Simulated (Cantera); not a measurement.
Feed: 1 mol SiF4, 0.62 mol H2O, equilibrated at 0.00440 bar.

Cantera equilibrium calculation (NASA polynomials, part measured and part estimated; ideal gas, pure solids and liquids). Candidate condensed phases: H2O, Si, SiO2; 38 gas species. The tables hold silica as quartz up to 1696 K and as liquid above; real silica turns to tridymite and cristobalite and melts near 1996 K. Rates play no part.

**Question.** Which condensed phases are stable at each of these points (T (K)): 600, 750, 900, 1050, 1200, 1350, 1500, 1650, 1800, 1950, 2100?

**Answer.** 
```csv
T (K),condensed phases,Si condensed (%)
600,SiO2(α-quartz),6.3
750,SiO2(α-quartz),14.5
900,SiO2(β-quartz),21.8
1050,SiO2(β-quartz),26.2
1200,SiO2(β-quartz),28.4
1350,SiO2(β-quartz),29.4
1500,SiO2(β-quartz),30.0
1650,SiO2(β-quartz),30.3
1800,SiO2(condensed),30.4
1950,SiO2(condensed),30.3
2100,SiO2(l),28.3
```

From 600 K to 750 K the condensed part is SiO2(α-quartz). From 900 K to 1650 K the condensed part is SiO2(β-quartz). From 1800 K to 1950 K the condensed part is SiO2(condensed). At 2100 K the condensed part is SiO2(l).
